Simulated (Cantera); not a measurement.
## Ignition delay

Mixture: H2 : O2 : N2 = 1 : 0.357 : 1.34 (molar parts), at 458 Torr, adiabatic and at constant volume. Ignition delay is the time to a rise of 400 K.

Detailed kinetics in Cantera: the H2/O2 subset of GRI-Mech 3.0, which has no nitrogen chemistry. Where the delays flatten at high temperature, the 400 K rule measures the pace of heat release, not the induction time.

```tsv
T0 (K)	delay (ms)
1223	0.0668
1323	0.0441
1423	0.0326
1523	0.0268
1623	0.0241
1723	0.0235
1823	0.0244
1923	0.0264
2023	0.0294
```
